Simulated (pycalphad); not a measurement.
**Effect of Si content in Fe-Si**

Source of the numbers: pycalphad with the COST 507 light-alloy database (1999); pressure 1 atm. The data set is of 1999 and partly superseded. Phase fractions are per mole of atoms.

```tsv
alloy	liquidus (K)	first solid	solidus (K)	phases at 1050 K
Fe-0.07046Si (wt.%)	(withheld)	bcc	(withheld)	bcc 1.00
Fe-0.2167Si (wt.%)	1808	bcc	1805	bcc 1.00
Fe-0.2925Si (wt.%)	1806	bcc	1804	bcc 1.00
Fe-1.18Si (wt.%)	1792	bcc	1782	bcc 1.00
```

Question: What belongs in the gaps?

Answer: 
- Fe-0.07046Si (wt.%), liquidus (K): 1810
- Fe-0.07046Si (wt.%), solidus (K): 1809
